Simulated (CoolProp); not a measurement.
Carbonyl sulfide along the isobar 35.5 MPa: fugacity coefficient from the reference equation and from simpler models built on Tc = 378.8 K, pc = 6.369 MPa, ω = 0.098; each cubic takes its own stable root.

Model: reference Helmholtz-energy equation of state, Lemmon 2006, in CoolProp. It is a short technical equation, of lower accuracy than the large ones.

| T (K) | phase | reference | van der Waals | Soave-Redlich-Kwong | Peng-Robinson |
|---|---|---|---|---|---|
| 165.9 | liquid | 0.0002285 | 0.01173 | 0.0002403 | 0.0002375 |
| 171 | liquid | 0.0003476 | 0.01403 | 0.0003639 | 0.0003560 |
| 176.2 | liquid | 0.0005179 | 0.01666 | 0.0005403 | 0.0005235 |
| 181.3 | liquid | 0.0007465 | 0.01953 | 0.0007767 | 0.0007462 |
| 186.5 | liquid | 0.001058 | 0.02275 | 0.001099 | 0.001047 |
| 191.6 | liquid | 0.001458 | 0.02621 | 0.001512 | 0.001432 |
| 196.8 | liquid | 0.001982 | 0.03004 | 0.002054 | 0.001932 |
| 201.9 | liquid | 0.002631 | 0.03411 | 0.002725 | 0.002549 |
| 207 | liquid | 0.003436 | 0.03848 | 0.003559 | 0.003312 |
| 212.2 | liquid | 0.004440 | 0.04324 | 0.004601 | 0.004261 |
| 217.3 | liquid | 0.005630 | 0.04821 | 0.005837 | 0.005384 |
| 222.5 | liquid | 0.007078 | 0.05358 | 0.007344 | 0.006748 |
| 227.6 | liquid | 0.008752 | 0.05914 | 0.009089 | 0.008323 |
| 232.8 | liquid | 0.01074 | 0.06511 | 0.01117 | 0.01020 |
| 237.9 | liquid | 0.01300 | 0.07124 | 0.01353 | 0.01232 |
